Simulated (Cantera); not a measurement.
BN + H₂O + H₂ (nitride etching)

A closed system holds: 1 mol BN, 0.25 mol H₂O, 40 mol H₂, equilibrated at 0.00750 bar.

These are equilibrium values from Cantera (NASA tables, ideal gas, pure condensed phases), not measurements of a reactor. Candidate condensed phases: B, BN, B₂O₃, B₃O₃H₃, H₂O; 39 gas species. Mutual solubility and eutectic melting of coexisting phases are not modelled. The tables' values for BH₂ are old estimates; treat these amounts as uncertain. The numbers say what is thermodynamically allowed, not how fast it happens.

| T (K) | log p H₂ | log p H | log p N₂ | log p HBO | log p BO | log p HBO₂ | n BN(s) | n B₂O₃(l) | n B(s) |
|---|---|---|---|---|---|---|---|---|---|
| 775 | -2.13 | -13.07 | -4.83 | -13.61 | <-14 | -10.13 | 0.840 | 0.0800 | 0 |
| 875 | -2.13 | -11.36 | -4.83 | -11.33 | <-14 | -8.76 | 0.840 | 0.0800 | 0 |
| 975 | -2.13 | -10.00 | -4.83 | -9.52 | <-14 | -7.69 | 0.840 | 0.0800 | 0 |
| 1075 | -2.13 | -8.90 | -4.83 | -8.06 | -13.07 | -6.83 | 0.840 | 0.0797 | 0 |
| 1175 | -2.13 | -7.97 | -4.83 | -6.86 | -11.04 | -6.13 | 0.840 | 0.0774 | 0 |
| 1275 | -2.13 | -7.20 | -4.83 | -5.85 | -9.34 | -5.55 | 0.842 | 0.0672 | 0 |
| 1375 | -2.13 | -6.53 | -4.82 | -4.99 | -7.89 | -5.05 | 0.836 | 0.0227 | 0 |
| 1475 | -2.13 | -5.95 | -4.72 | -4.57 | -6.96 | -5.22 | 0.796 | 0 | 0 |
| 1575 | -2.13 | -5.45 | -4.66 | -4.41 | -6.36 | -5.79 | 0.762 | 0 | 0 |
| 1675 | -2.13 | -5.00 | -4.64 | -4.38 | -5.93 | -6.52 | 0.752 | 0 | 0 |
| 1775 | -2.13 | -4.60 | -4.63 | -4.38 | -5.59 | -7.24 | 0.749 | 0 | 0 |
| 1875 | -2.13 | -4.25 | -4.62 | -4.40 | -5.30 | -7.92 | 0.743 | 0 | 0 |
| 1975 | -2.14 | -3.93 | -4.09 | -4.45 | -5.07 | -8.31 | 0.115 | 0 | 0.618 |
| 2075 | -2.15 | -3.65 | -4.04 | -4.51 | -4.88 | -8.63 | 0 | 0 | 0.718 |
log p: log10 of the partial pressure in bar; n: condensed amount in mol.

From 775 K to 1375 K the condensed part is BN(s) + B₂O₃(l). From 1475 K to 1875 K the condensed part is BN(s). At 1975 K the condensed part is B(s) + BN(s). At 2075 K the condensed part is B(s). The main B-bearing gas is (HBO₂)₃ at 775 K and HBO at 2075 K.
